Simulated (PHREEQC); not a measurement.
## Arsenic or selenium liquor: speciation

Make-up at 25 °C: 0.53 mmol/kgw Na2SeO3 and 70 mmol/kgw H2SO4. Closed to the air; pH follows from the charge balance.

Equilibrium calculation in PHREEQC: ion-association model, wateq4f.dat.

```json
{
  "pH": "1.15",
  "ionic_strength": "0.103 mol/kgw",
  "total_alkalinity": "-140 meq/kg"
}
```

```json
[
 {"species": "H+", "molality": "0.0854", "activity": "0.0704", "log γ": "-0.084"},
 {"species": "HSO4-", "molality": "0.0536", "activity": "0.0415", "log γ": "-0.111"},
 {"species": "SO4-2", "molality": "0.0164", "activity": "0.00606", "log γ": "-0.433"},
 {"species": "Na+", "molality": "0.00103", "activity": "0.000804", "log γ": "-0.107"},
 {"species": "H2SeO3", "molality": "0.000513", "activity": "0.000525", "log γ": "0.010"},
 {"species": "NaSO4-", "molality": "3.10e-5", "activity": "2.44e-5", "log γ": "-0.104"},
 {"species": "HSeO3-", "molality": "1.70e-5", "activity": "1.33e-5", "log γ": "-0.108"}
]
```

No solid was allowed to form.
